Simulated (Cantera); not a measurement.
A Cantera script and its output.

```python
import numpy as np
import cantera as ct

gas = ct.Solution("gri30.yaml")
gas.TPX = 1100, 110000, {'CH4': 1, 'H2': 0.16, 'O2': 1.09, 'N2': 4.12}
reactor = ct.IdealGasConstPressureReactor(gas, energy="on", clone=False)
net = ct.ReactorNet([reactor])
net.rtol, net.atol = 1e-08, 1e-16
show = ['CH4', 'H2', 'O2', 'NO', 'CH2O']
times = np.geomspace(3e-06, 1, 16)

steps = ct.SolutionArray(gas, extra=["t"])
rows = []
print(f"{'t/s':>10s}{'T/K':>9s}{'P/Pa':>11s}" + "".join(f"{s:>11s}" for s in show))
for t in times:
    while net.time < t:
        t_next = net.step()
        steps.append(gas.state, t=t_next)
    rows.append([np.interp(t, steps.t, y) for y in (steps.T, steps.P, *steps(*show).X.T)])
    print(f"{t:10.3e}{rows[-1][0]:9.1f}{rows[-1][1]:11.4g}" + "".join(f"{x:11.3e}" for x in rows[-1][2:]))
rate = np.gradient(steps.T, steps.t)
print("integrator steps:", len(steps.t))
if steps.T.max() > steps.T[0] + 200:
    print(f"time of steepest temperature rise: {steps.t[rate.argmax()]:.4e} s")
gas.TPX = 1100, 110000, {'CH4': 1, 'H2': 0.16, 'O2': 1.09, 'N2': 4.12}
gas.equilibrate("HP")
print(f"equilibrium (HP): T = {gas.T:.1f} K  " + "  ".join(f"{s} {gas[s].X[0]:.3e}" for s in show))
```

Result:

```
       t/s      T/K       P/Pa        CH4         H2         O2         NO       CH2O
 3.000e-06   1100.0    1.1e+05  1.570e-01  2.512e-02  1.711e-01  1.124e-23  4.245e-13
 7.003e-06   1100.0    1.1e+05  1.570e-01  2.512e-02  1.711e-01  5.112e-23  2.509e-12
 1.635e-05   1100.0    1.1e+05  1.570e-01  2.512e-02  1.711e-01  1.747e-22  1.448e-11
 3.817e-05   1100.0    1.1e+05  1.570e-01  2.512e-02  1.711e-01  5.997e-22  8.238e-11
 8.910e-05   1100.0    1.1e+05  1.570e-01  2.512e-02  1.711e-01  2.426e-21  4.779e-10
 2.080e-04   1100.0    1.1e+05  1.570e-01  2.512e-02  1.711e-01  1.270e-20  2.960e-09
 4.856e-04   1100.0    1.1e+05  1.570e-01  2.512e-02  1.711e-01  1.024e-19  2.190e-08
 1.134e-03   1100.0    1.1e+05  1.570e-01  2.512e-02  1.711e-01  2.735e-18  2.821e-07
 2.646e-03   1100.2    1.1e+05  1.569e-01  2.510e-02  1.711e-01  7.657e-16  1.381e-05
 6.178e-03   1102.1    1.1e+05  1.566e-01  2.500e-02  1.709e-01  8.373e-15  1.088e-04
 1.442e-02   1108.0    1.1e+05  1.557e-01  2.480e-02  1.702e-01  2.786e-14  3.851e-04
 3.367e-02   1147.7    1.1e+05  1.492e-01  2.513e-02  1.650e-01  1.982e-13  1.735e-03
 7.860e-02   2260.7    1.1e+05  3.458e-11  1.530e-01  2.147e-06  8.049e-05  7.928e-09
 1.835e-01   2261.0    1.1e+05  3.391e-11  1.530e-01  2.155e-06  4.426e-05  7.927e-09
 4.284e-01   2261.1    1.1e+05  3.384e-11  1.530e-01  2.157e-06  3.943e-05  7.926e-09
 1.000e+00   2261.1    1.1e+05  3.384e-11  1.530e-01  2.157e-06  3.936e-05  7.926e-09
integrator steps: 2354
time of steepest temperature rise: 4.2146e-02 s
equilibrium (HP): T = 2261.1 K  CH4 3.845e-11  H2 1.530e-01  O2 2.157e-06  NO 3.936e-05  CH2O 7.926e-09
```

Computed with Cantera and GRI-Mech 3.0 (53 species, 325 reactions).
